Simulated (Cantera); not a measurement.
What does this Cantera script print?

```python
import numpy as np
import cantera as ct

gas = ct.Solution("gri30.yaml")
gas.TPX = 1125, 100000, {'C2H6': 1, 'H2': 57}
reactor = ct.IdealGasConstPressureReactor(gas, energy="off", clone=False)
net = ct.ReactorNet([reactor])
net.rtol, net.atol = 1e-08, 1e-18
show = ['C2H6', 'H2', 'C2H4', 'CH4', 'C2H', 'CH3']
times = np.geomspace(0.0001, 4, 13)

steps = ct.SolutionArray(gas, extra=["t"])
rows = []
print(f"{'t/s':>10s}{'T/K':>9s}{'P/Pa':>11s}" + "".join(f"{s:>11s}" for s in show))
for t in times:
    while net.time < t:
        t_next = net.step()
        steps.append(gas.state, t=t_next)
    rows.append([np.interp(t, steps.t, y) for y in (steps.T, steps.P, *steps(*show).X.T)])
    print(f"{t:10.3e}{rows[-1][0]:9.1f}{rows[-1][1]:11.4g}" + "".join(f"{x:11.3e}" for x in rows[-1][2:]))
rate = np.gradient(steps.T, steps.t)
print("integrator steps:", len(steps.t))
if steps.T.max() > steps.T[0] + 200:
    print(f"time of steepest temperature rise: {steps.t[rate.argmax()]:.4e} s")
gas.TPX = 1125, 100000, {'C2H6': 1, 'H2': 57}
gas.equilibrate("TP")
print(f"equilibrium (TP): T = {gas.T:.1f} K  " + "  ".join(f"{s} {gas[s].X[0]:.3e}" for s in show))
```

Result:

```
       t/s      T/K       P/Pa       C2H6         H2       C2H4        CH4        C2H        CH3
 1.000e-04   1125.0      1e+05  1.724e-02  9.828e-01  7.912e-07  3.992e-07  1.459e-24  1.634e-08
 2.418e-04   1125.0      1e+05  1.724e-02  9.828e-01  4.909e-06  1.043e-06  1.118e-22  1.901e-08
 5.848e-04   1125.0      1e+05  1.721e-02  9.828e-01  2.874e-05  3.305e-06  8.273e-21  3.339e-08
 1.414e-03   1125.0      1e+05  1.708e-02  9.828e-01  1.509e-04  1.596e-05  4.425e-19  8.418e-08
 3.420e-03   1125.0      1e+05  1.659e-02  9.827e-01  5.980e-04  7.635e-05  9.377e-18  1.325e-07
 8.270e-03   1125.0      1e+05  1.539e-02  9.827e-01  1.694e-03  2.396e-04  8.083e-17  1.314e-07
 2.000e-02   1125.0      1e+05  1.300e-02  9.825e-01  3.872e-03  5.898e-04  4.736e-16  1.199e-07
 4.837e-02   1125.0      1e+05  9.276e-03  9.823e-01  7.196e-03  1.241e-03  2.068e-15  1.029e-07
 1.170e-01   1125.0      1e+05  5.739e-03  9.818e-01  1.013e-02  2.252e-03  6.192e-15  9.059e-08
 2.828e-01   1125.0      1e+05  4.207e-03  9.810e-01  1.077e-02  3.829e-03  1.280e-14  1.025e-07
 6.840e-01   1125.0      1e+05  3.669e-03  9.795e-01  9.732e-03  6.876e-03  1.781e-14  1.484e-07
 1.654e+00   1125.0      1e+05  2.898e-03  9.766e-01  7.712e-03  1.257e-02  1.502e-14  2.272e-07
 4.000e+00   1125.0      1e+05  1.815e-03  9.725e-01  4.846e-03  2.073e-02  8.178e-15  3.062e-07
integrator steps: 703
equilibrium (TP): T = 1125.0 K  C2H6 5.795e-07  H2 9.655e-01  C2H4 1.518e-06  CH4 3.448e-02  C2H 1.410e-19  CH3 2.904e-08
```

Cantera simulation using GRI-Mech 3.0 (53 species, 325 reactions); the numbers are that mechanism's predictions, not measurements. GRI-Mech 3.0 stops at C3 and has no aromatics, soot or wall deposition, so with more carbon than oxygen in the feed, carbon stays in small species such as C2H2 where larger ones or solid carbon would form.
